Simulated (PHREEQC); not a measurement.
HCl is added in steps, without added water, to 1 kg of water holding 0.013 mol/kgw Al2(SO4)3, 0.0082 mol/kgw CaCl2 and 0.0035 mol/kgw NaF, at 45 °C. Oxygen is held at 0.21 atm. CO2 from the air is kept out. The run lets Gypsum, Fluorite, Portlandite, Gibbsite, Basaluminite, Halite, Mirabilite precipitate or redissolve, and no other solid.

Base run: PHREEQC, ion-association model, wateq4f.dat. Each further column changes one thing. The table gives pH.

| HCl added (mol) | base | CaCl2 left out | Al2(SO4)3 left out | no solid may form |
|---|---|---|---|---|
| 0 | 3.43 | 3.45 | 6.73 | 3.78 |
| 0.0021 | 3.02 | 3.04 | (withheld) | 3.02 |
| 0.00315 | 2.84 | 2.87 | 2.64 | 2.84 |
| 0.00525 | 2.62 | 2.64 | 2.42 | 2.62 |
| 0.0063 | 2.53 | 2.55 | 2.34 | 2.53 |
| 0.0084 | 2.40 | 2.42 | 2.21 | 2.40 |
| 0.00945 | 2.35 | 2.36 | 2.16 | 2.35 |
| 0.01155 | 2.25 | 2.27 | 2.08 | 2.25 |
| 0.0126 | 2.21 | 2.23 | 2.04 | 2.21 |
| 0.0147 | 2.14 | 2.15 | 1.97 | 2.14 |
| 0.01575 | 2.11 | 2.12 | (withheld) | 2.11 |
| 0.01785 | 2.05 | 2.06 | 1.89 | 2.05 |
| 0.0189 | 2.02 | 2.03 | 1.87 | 2.02 |
| 0.021 | 1.97 | 1.98 | (withheld) | 1.97 |

Question: Some entries are withheld; supply them.

Answer: 
- 0.0021, Al2(SO4)3 left out: 2.81
- 0.01575, Al2(SO4)3 left out: 1.94
- 0.021, Al2(SO4)3 left out: 1.82

Constants without temperature data keep their 25 °C values here. Fluoro complexes past AlF4- and FeF3 are missing from the database. In at least one series the solution becomes supersaturated in solids that the run did not let form, among them Gibbsite. Solids allowed in the column 'CaCl2 left out': Gibbsite, Basaluminite, Halite, Mirabilite. Solids allowed in the column 'Al2(SO4)3 left out': Fluorite, Portlandite, Halite.
